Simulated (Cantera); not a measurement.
A perfectly stirred reactor is fed with NO : N2 = 1 : 0.29 (molar parts), at 0.180 bar; it is held at 1450 K, and followed from long to short residence time.

Detailed kinetics in Cantera: GRI-Mech 3.0 (53 species, 325 reactions).

Problem. What does this change do: temperature 1450 to 1725 K?

Solution. 
| quantity | before | after |
|---|---|---|
| x(NO) at τ = 6.80 s | 0.768 | 0.643 |
| x(N2O) at τ = 6.80 s | 0.000172 | 0.000148 |
| x(O2) at τ = 6.80 s | 0.00317 | 0.0658 |
| x(O) at τ = 6.80 s | 4.29e-7 | 3.83e-5 |
| x(N2) at τ = 6.80 s | 0.228 | 0.291 |
| x(NO) at τ = 38.0 ms | 0.775 | 0.774 |
| x(N2O) at τ = 38.0 ms | 1.75e-5 | 0.000154 |
| x(O2) at τ = 38.0 ms | 5.35e-7 | 0.000338 |
| x(O) at τ = 38.0 ms | 1.06e-7 | 1.22e-5 |
| x(N2) at τ = 38.0 ms | 0.225 | 0.225 |

Problem. What does this change do: temperature 1450 to 1650 K?

Solution. 
```tsv
quantity	before	after
x(NO) at τ = 6.80 s	0.768	0.706
x(N2O) at τ = 6.80 s	0.000172	0.000174
x(O2) at τ = 6.80 s	0.00317	0.0340
x(O) at τ = 6.80 s	4.29e-7	1.29e-5
x(N2) at τ = 6.80 s	0.228	0.259
x(NO) at τ = 38.0 ms	0.775	0.775
x(N2O) at τ = 38.0 ms	1.75e-5	0.000109
x(O2) at τ = 38.0 ms	5.35e-7	0.000107
x(O) at τ = 38.0 ms	1.06e-7	4.27e-6
x(N2) at τ = 38.0 ms	0.225	0.225
```
